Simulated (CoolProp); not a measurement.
Vapour-liquid equilibrium of n-hexane (1) + dimethyl carbonate (2) at 0.958 MPa; x and y are mole fractions of (1).

Values from CoolProp's multi-fluid Helmholtz-energy mixture model, Thol 2019 and Zhou 2011; pair parameters Bell 2016.

| x | bubble temperature, mixture model (°C) | bubble temperature, Raoult's law (°C) | y, mixture model | y, Raoult's law |
|---|---|---|---|---|
| 0.05 | 175.7 | 180.4 | 0.132 | 0.068 |
| 0.15 | 167.9 | 178.4 | 0.304 | 0.198 |
| 0.25 | 163.3 | 176.4 | 0.410 | 0.319 |
| 0.35 | 160.5 | 174.5 | 0.484 | 0.432 |
| 0.45 | 158.7 | 172.6 | 0.544 | 0.538 |
| 0.55 | 157.6 | 170.7 | 0.601 | 0.636 |
| 0.65 | 157.1 | 168.9 | 0.660 | 0.727 |
| 0.75 | 157.3 | 167.1 | 0.728 | 0.812 |
| 0.85 | 158.4 | 165.3 | 0.814 | 0.891 |
| 0.95 | 160.8 | 163.5 | 0.927 | 0.965 |

The largest gap from Raoult's law is -14.0 K in bubble temperature, at x = 0.35. y crosses x between x = 0.65 and 0.75: the model has an azeotrope there.

The pair parameters rest on a limited set of measurements; away from them the model extrapolates.
